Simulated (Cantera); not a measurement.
Input: 1 mol Fe(CO)5, 75 mol N2, equilibrated at 1275 K and 36000 Pa.

Method: chemical equilibrium by Gibbs-energy minimisation in Cantera with the NASA 1993 tables (ideal gas, pure condensed phases). Candidate condensed phases: C, Fe, Fe(CO)5, FeO, Fe2O3, Fe3O4; 27 gas species. Condensed phases not in the tables: cementite and carbon dissolved in iron. Rates play no part.

Base state: N2 0.938, CO 0.0625 (mole fractions); condensed: C(graphite) + Fe(γ).

Problem. What changes in the equilibrium state with this change: temperature from 1275 K to 948 K?

Solution. 
```
species             before    after
----------------  --------  -------
N2                   0.938    0.940
CO                  0.0625   0.0583
CO2                9.85e-6  0.00215
C(graphite), mol  0.000788    0.171
Fe(γ), mol            1.00        0
Fe(α), mol               0     1.00
```

Problem. What changes in the equilibrium state with this change: N2 from 75 to 0.11 mol?

Solution. 
| species | before | after |
|---|---|---|
| CO | 0.0625 | 0.976 |
| N2 | 0.938 | 0.0216 |
| CO2 | 9.85e-6 | 0.00240 |
| C(graphite), mol | 0.000788 | 0.0123 |
| Fe(γ), mol | 1.00 | 1.00 |
